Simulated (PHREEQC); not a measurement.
Consider water at 25 °C with 0.026 mol Cu(NO3)2, 6.4e-05 mol H2SO4 and 0.29 mol H3BO3 per kg of water. Closed to the air; pH follows from the charge balance.

All values are PHREEQC results (ion-association model, wateq4f.dat), not measurements.

### Question
The ionic strength comes out as 0.0781 mol/kgw. What activity coefficients do Cu2(OH)2+2, H+, H2BO3-, SO4-2, CuOH+ get?

### Answer
Cu2(OH)2+2 0.40, H+ 0.84, H2BO3- 0.77, SO4-2 0.40, CuOH+ 0.79.

This is a speciation only: nothing precipitates in the calculation. Species that the database lacks are ignored.
